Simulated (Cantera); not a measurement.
Input (Python, Cantera) and output of one run.

```python
import numpy as np
import cantera as ct

gas_names = """
    NO2 NO NbO2
""".split()
cond_names = """
    Nb(cr) Nb(L)
""".split()


def load(file, names, dense=False):
    # The tables refer to 1 bar. Condensed volumes are neglected.
    table = {s.name: s for s in ct.Species.list_from_file(file)}
    out = []
    for n in names:
        d = dict(table[n].input_data)
        d["thermo"] = dict(d["thermo"], **{"reference-pressure": 1e5})
        if dense:
            d["equation-of-state"] = {"model": "constant-volume", "density": "1e6 g/cm^3"}
        out.append(ct.Species.from_dict(d))
    return out


species = {s.name: s for s in load("nasa_gas.yaml", gas_names) + load("nasa_condensed.yaml", cond_names)}
# Each term lists the table entries of one substance; the one whose range holds T is used.
reactions = {
    'Nb + 2 NO2(g) = 2 NO(g) + NbO2(g)':
        [(-1, ['Nb(cr)', 'Nb(L)']), (-2, ['NO2']), (2, ['NO']), (1, ['NbO2'])],
}


def pick(names, T):
    return next(species[n] for n in names if species[n].thermo.min_temp <= T <= species[n].thermo.max_temp)


results = []
for label, terms in reactions.items():
    print(label)
    print("     T/K   dH/kJ  dS/(J/K)   dG/kJ   log10 K")
    for T in [1875, 2025, 2175, 2325, 2475, 2625, 2775, 2925]:
        used = [(nu, pick(names, T)) for nu, names in terms]
        dH = sum(nu * s.thermo.h(T) for nu, s in used) / 1e6
        dS = sum(nu * s.thermo.s(T) for nu, s in used) / 1e3
        dG = dH - T * dS / 1e3
        logK = -dG * 1e6 / (ct.gas_constant * T * np.log(10))
        results.append((label, T, dH, dS, dG, logK, [s.name for _, s in used]))
        print(f"{T:8g} {dH:8.1f} {dS:8.1f} {dG:8.1f} {logK:8.2f}")
```

Output:

```
Nb + 2 NO2(g) = 2 NO(g) + NbO2(g)
     T/K   dH/kJ  dS/(J/K)   dG/kJ   log10 K
    1875   -101.0    165.6   -411.5    11.46
    2025   -103.7    164.2   -436.2    11.25
    2175   -106.7    162.8   -460.8    11.07
    2325   -110.0    161.3   -485.1    10.90
    2475   -113.6    159.8   -509.1    10.75
    2625   -117.7    158.2   -533.0    10.61
    2775   -148.9    146.9   -556.4    10.47
    2925   -152.1    145.7   -578.3    10.33
```

Standard-state values (1 bar) from the NASA 1993 polynomials, evaluated with Cantera. Condensed species are held in their standard states even where they would react or evaporate.
